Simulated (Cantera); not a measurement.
## Low-pressure radical oxidation in H2/O2

An isothermal, constant-pressure homogeneous reactor starts with 0.853 % H2, 99.1 % O2, equivalence ratio 0.0043, at 975 K and 2100 Pa.

Detailed kinetics in Cantera: the H2/O2 subset of GRI-Mech 3.0, which has no nitrogen chemistry. Radical loss at walls, strong at low pressure, is not modelled.

| t (s) | x H2 | x O2 | x HO2 | x H2O2 | x H | x H2O |
|---|---|---|---|---|---|---|
| 3.00e-5 | 0.00853 | 0.991 | 1.93e-12 | <1e-12 | 1.66e-12 | <1e-12 |
| 8.42e-5 | 0.00853 | 0.991 | 5.44e-12 | <1e-12 | 3.71e-12 | <1e-12 |
| 0.000236 | 0.00853 | 0.991 | 1.54e-11 | <1e-12 | 6.99e-12 | 2.11e-12 |
| 0.000662 | 0.00853 | 0.991 | 4.40e-11 | <1e-12 | 1.51e-11 | 2.64e-11 |
| 0.00186 | 0.00853 | 0.991 | 1.33e-10 | <1e-12 | 7.10e-11 | 3.79e-10 |
| 0.00521 | 0.00853 | 0.991 | 1.14e-9 | <1e-12 | 3.39e-9 | 2.63e-8 |
| 0.0146 | 0.00739 | 0.991 | 4.60e-6 | 4.12e-8 | 0.000144 | 0.000903 |
| 0.0410 | 4.84e-5 | 0.989 | 2.54e-6 | 3.47e-8 | 0.000119 | 0.00835 |
| 0.115 | 6.16e-6 | 0.991 | 1.13e-6 | 2.24e-8 | 1.25e-5 | 0.00851 |
| 0.323 | 1.01e-6 | 0.991 | 4.28e-7 | 1.70e-8 | 9.30e-7 | 0.00854 |
| 0.906 | 1.41e-7 | 0.991 | 1.26e-7 | 9.95e-9 | 5.79e-8 | 0.00856 |
| 2.54 | 1.96e-8 | 0.991 | 3.10e-8 | 4.15e-9 | 3.98e-9 | 0.00856 |
| 7.13 | 3.23e-9 | 0.991 | 7.59e-9 | 1.38e-9 | 3.62e-10 | 0.00856 |
| 20.0 | 6.83e-10 | 0.991 | 2.05e-9 | 4.35e-10 | 4.39e-11 | 0.00856 |
x: mole fraction; the columns are a selection and need not sum to one.

Equilibrium at this temperature and pressure: H2 2.43e-12, O2 0.991, HO2 2.20e-10, H2O2 2.51e-12, H <1e-12, H2O 0.00856 (gas phase only).
